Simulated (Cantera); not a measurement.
Feed: 1 mol Cr, 0.011 mol O₂, 0.5 mol N₂, held at 1850 K and 25.0 Pa.

Method: chemical equilibrium by Gibbs-energy minimisation in Cantera with the NASA 1993 tables (ideal gas, pure condensed phases). Candidate condensed phases: Cr, CrN, Cr₂N, Cr₂O₃; 14 gas species. Equilibrium is a limit: real reactors are often held back by kinetics, nucleation or transport.

Base state: Cr 0.661, N₂ 0.336, CrO 0.00323, CrO₂ 1.07e-5 (mole fractions); condensed: Cr₂O₃(s).

Q: What changes in the equilibrium state with this change: pressure from 25.0 Pa to 1.33 mbar?

A: 
```csv
species,before,after
N₂,0.336,0.862
Cr,0.661,0.138
CrO,0.00323,0.000627
CrO₂,1.07e-5,1.93e-6
"Cr₂O₃(s), mol",0.00572,0.00721
"Cr(s), mol",0,0.905
```
Mutual solubility and eutectic melting of coexisting phases are not modelled.
